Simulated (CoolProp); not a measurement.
The numbers come from the reference Helmholtz-energy equation of state, Span 1996 in CoolProp.

Q: Give the vapour pressure (bar), liquid density (kg/m³), liquid cp (kJ/(kg K)), vapour Z of saturated carbon dioxide at 262.8 K.

A: 
```json
[
 {"T (K)": "262.8", "p (bar)": "26.2", "liquid density (kg/m³)": "985", "liquid cp (kJ/(kg K))": "2.30", "vapour Z": "0.750"}
]
```
